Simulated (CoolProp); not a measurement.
Vapour-liquid equilibrium of R22 (1) + R134a (2) at 1.07 MPa; x and y are mole fractions of (1).

Computed with CoolProp (multi-fluid Helmholtz-energy mixture model, Kamei 1995 and Tillner-Roth 1994; pair parameters Bell 2016).

```json
[
 {"x": "0.05", "bubble temperature (°C)": "40.7", "y at the bubble point": "0.072", "dew temperature at overall composition x (°C)": "41.1", "liquid density (mol/L)": "11.28"},
 {"x": "0.2", "bubble temperature (°C)": "37.6", "y at the bubble point": "0.266", "dew temperature at overall composition x (°C)": "38.6", "liquid density (mol/L)": "11.63"},
 {"x": "0.35", "bubble temperature (°C)": "34.8", "y at the bubble point": "0.434", "dew temperature at overall composition x (°C)": "36.2", "liquid density (mol/L)": "11.99"},
 {"x": "0.5", "bubble temperature (°C)": "32.3", "y at the bubble point": "0.582", "dew temperature at overall composition x (°C)": "33.7", "liquid density (mol/L)": "12.36"},
 {"x": "0.65", "bubble temperature (°C)": "30.2", "y at the bubble point": "0.717", "dew temperature at overall composition x (°C)": "31.2", "liquid density (mol/L)": "12.74"},
 {"x": "0.8", "bubble temperature (°C)": "28.2", "y at the bubble point": "0.842", "dew temperature at overall composition x (°C)": "28.9", "liquid density (mol/L)": "13.15"},
 {"x": "0.95", "bubble temperature (°C)": "26.5", "y at the bubble point": "0.961", "dew temperature at overall composition x (°C)": "26.6", "liquid density (mol/L)": "13.58"}
]
```

No azeotrope shows between x = 0.05 and 0.95.

Pair parameters are fitted to limited data, so mixtures are less certain than the pure fluids.
